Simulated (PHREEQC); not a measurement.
Solution (25 °C): 0.21 mol/kgw H3PO4 and 0.12 mol/kgw K2HPO4. Closed to the air; pH follows from the charge balance.

Model: ion-association model, wateq4f.dat, run in PHREEQC.

The ionic strength comes out as 0.244 mol/kgw. What activity coefficients do K+, KHPO4-, H+, H2PO4-, HPO4-2 get?

K+ 0.70, KHPO4- 0.73, H+ 0.79, H2PO4- 0.73, HPO4-2 0.28.

Precipitation was switched off in this run. H3PO4, which wateq4f.dat lacks, is added to it with the constant of phreeqc.dat.
